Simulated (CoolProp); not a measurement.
Methanol along the isotherm 259.05 °C: fugacity coefficient from the reference equation and from simpler models built on Tc = 240.2 °C, pc = 82.16 bar, ω = 0.565; each cubic takes its own stable root.

Computed with CoolProp (reference Helmholtz-energy equation of state, de Reuck 1993).

```
p (bar)          phase  reference
-------  -------------  ---------
2.6                gas     0.9916
4.62               gas     0.9850
8.22               gas     0.9731
14.6               gas     0.9519
26                 gas     0.9132
46.2               gas     0.8432
82.2     supercritical     0.7158
146      supercritical     0.4931
260      supercritical     0.3278
462      supercritical     0.2389
822      supercritical     0.2034
```

Task: How far does each simpler model (van der Waals, Redlich-Kwong, Soave-Redlich-Kwong, Peng-Robinson) lie from the reference over these 11 states: mean and median of the absolute difference, and the worst?

Result: 
- van der Waals: mean 14.9 %, median 0.6 %, worst +95.5 % at 259.05 °C and 822 bar
- Redlich-Kwong: mean 6.6 %, median 0.9 %, worst +39.1 % at 259.05 °C and 822 bar
- Soave-Redlich-Kwong: mean 9.0 %, median 0.5 %, worst +49.5 % at 259.05 °C and 822 bar
- Peng-Robinson: mean 5.2 %, median 1.7 %, worst +26.5 % at 259.05 °C and 822 bar
